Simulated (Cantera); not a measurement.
Cantera run:

```python
import numpy as np
import cantera as ct

gas_names = """
    CL CL2 H HCL H2 Si SiCL SiCL2 SiCL3 SiCL4 SiH SiHCL3 SiH2 SiH2CL2 SiH3 SiH3CL SiH4 Si2 Si3
""".split()
cond_names = """
    Si(cr) Si(L)
""".split()


# ... load() reads the species with a 1 bar reference pressure and builds the phases ...
atoms = {
    'SiCl4': {'Si': 1, 'CL': 4},
    'Cl2': {'CL': 2},
    'H2': {'H': 2},
}
top_T = {}  # K; cautious upper limits of use, not melting points


# ... equilibrate(T, P, feed) seeds the gas with the atoms and calls Mixture.equilibrate('TP', solver="vcs", rtol=1e-11, max_steps=5000) ...
results = []
feed = {'SiCl4': 1, 'Cl2': 0.011, 'H2': 710}  # mol
T = 1150  # K
P = 1600  # Pa
mix = equilibrate(T, P, feed)
results.append((T, P, feed, dict(zip(mix.species_names, mix.species_moles))))
x = sorted(zip(gas.X, gas.species_names), reverse=True)
print(f"T = {T:g} K  P = {P:g} Pa  gas = {mix.phase_moles(0):.4g} mol")
print("   x: " + "  ".join(f"{s} {v:.3e}" for v, s in x if v > 0.0001))
print("   condensed (mol): " + ("  ".join(f"{mix.phase(i).name} {mix.phase_moles(i):.4g}"
      for i in range(1, mix.n_phases) if mix.phase_moles(i) > 1e-12) or "none"))
```

It prints:

```
T = 1150 K  P = 1600 Pa  gas = 712 mol
   x: H2 9.944e-01  HCL 5.493e-03
   condensed (mol): Si(cr) 0.9469
```

These are equilibrium values from Cantera (NASA tables, ideal gas, pure condensed phases), not measurements of a reactor.
